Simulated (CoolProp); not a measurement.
Vapour-liquid equilibrium of dimethyl carbonate (1) + n-octane (2) at 475.7 K; x and y are mole fractions of (1).

The numbers come from the multi-fluid Helmholtz-energy mixture model, Zhou 2011 and Beckmüller 2019; pair parameters Bell 2016 in CoolProp.

**Question.** Give the bubble pressure and the first vapour's composition at x = 0.5, 0.65, 0.8. Is there an azeotrope?

**Answer.** x = 0.5: 1244 kPa, y = 0.670; x = 0.65: 1337 kPa, y = 0.750; x = 0.8: 1398 kPa, y = 0.834. y crosses x between x = 0.8 and 0.95: the model has an azeotrope there.

Pair parameters are fitted to limited data, so mixtures are less certain than the pure fluids.
